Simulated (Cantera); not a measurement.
What does this Cantera script print?

```python
import numpy as np
import cantera as ct

gas = ct.Solution("gri30.yaml")
gas.TPX = 1350, 38, {'C2H6': 1, 'N2': 1.3}
inlet = ct.Reservoir(gas, clone=True)

reactor = ct.IdealGasConstPressureReactor(gas, energy="off", clone=False)
exhaust = ct.Reservoir(gas, clone=True)
tau = [10, 4.9, 2.4, 1.2, 0.58, 0.29, 0.14, 0.07, 0.034, 0.017, 0.0083][0]
for a, b in ((inlet, reactor), (reactor, exhaust)):
    ct.MassFlowController(a, b, mdot=lambda t: reactor.mass / tau)
net = ct.ReactorNet([reactor])
show = ['C2H6', 'H', 'C2H2', 'CH3', 'C2H4', 'C2H']

rows = []
print(f"{'tau/s':>10s}{'T/K':>9s}" + "".join(f"{s:>11s}" for s in show))
for tau in [10, 4.9, 2.4, 1.2, 0.58, 0.29, 0.14, 0.07, 0.034, 0.017, 0.0083]:
    net.initial_time = 0.0
    net.advance(30 * tau)
    before = gas.X
    net.advance(40 * tau)
    drift = np.max(np.abs(gas.X - before) / (gas.X + 1e-9))
    rows.append([gas.T, *gas[show].X, drift])
    print(f"{tau:10.3e}{gas.T:9.1f}" + "".join(f"{x:11.3e}" for x in gas[show].X))
```

Output:

```
     tau/s      T/K       C2H6          H       C2H2        CH3       C2H4        C2H
 1.000e+01   1350.0  6.193e-03  1.999e-04  1.593e-01  2.304e-03  3.731e-02  7.589e-08
 4.900e+00   1350.0  1.203e-02  2.088e-04  1.366e-01  3.162e-03  5.751e-02  7.670e-08
 2.400e+00   1350.0  2.316e-02  2.158e-04  1.094e-01  4.393e-03  8.189e-02  7.334e-08
 1.200e+00   1350.0  4.305e-02  2.181e-04  8.084e-02  6.044e-03  1.053e-01  6.425e-08
 5.800e-01   1350.0  8.004e-02  2.123e-04  5.199e-02  8.186e-03  1.220e-01  4.848e-08
 2.900e-01   1350.0  1.374e-01  1.962e-04  2.890e-02  1.015e-02  1.219e-01  3.084e-08
 1.400e-01   1350.0  2.217e-01  1.676e-04  1.194e-02  1.111e-02  9.936e-02  1.503e-08
 7.000e-02   1350.0  3.100e-01  1.313e-04  3.451e-03  9.937e-03  6.243e-02  5.631e-09
 3.400e-02   1350.0  3.807e-01  9.037e-05  5.348e-04  6.860e-03  2.718e-02  1.345e-09
 1.700e-02   1350.0  4.155e-01  5.475e-05  5.086e-05  3.962e-03  8.858e-03  2.078e-10
 8.300e-03   1350.0  4.290e-01  2.578e-05  2.587e-06  2.142e-03  2.018e-03  1.142e-11
```

Computed with Cantera and GRI-Mech 3.0 (53 species, 325 reactions). GRI-Mech 3.0 stops at C3 and has no aromatics, soot or wall deposition, so with more carbon than oxygen in the feed, carbon stays in small species such as C2H2 where larger ones or solid carbon would form. Radical loss at walls, strong at low pressure, is not modelled.
